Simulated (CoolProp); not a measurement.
Vapour-liquid equilibrium of n-pentane (1) + acetone (2) at 319 kPa; x and y are mole fractions of (1).

Computed with CoolProp (multi-fluid Helmholtz-energy mixture model, Thol 2019 and Lemmon 2006; pair parameters Bell 2016).

```tsv
x	bubble temperature, mixture model (°C)	bubble temperature, Raoult's law (°C)	y, mixture model	y, Raoult's law
0.05	87.6	92.9	0.187	0.079
0.15	79.4	90.7	0.399	0.225
0.25	75.1	88.5	0.506	0.356
0.35	72.7	86.4	0.569	0.473
0.45	71.3	84.4	0.612	0.579
0.55	70.5	82.4	0.648	0.674
0.65	70.0	80.5	0.686	0.760
0.75	69.9	78.7	0.732	0.837
0.85	70.6	76.9	0.799	0.907
0.95	72.5	75.3	0.911	0.971
```

The largest gap from Raoult's law is -13.7 K in bubble temperature, at x = 0.35. y crosses x between x = 0.65 and 0.75: the model has an azeotrope there.

The pair parameters rest on a limited set of measurements; away from them the model extrapolates.
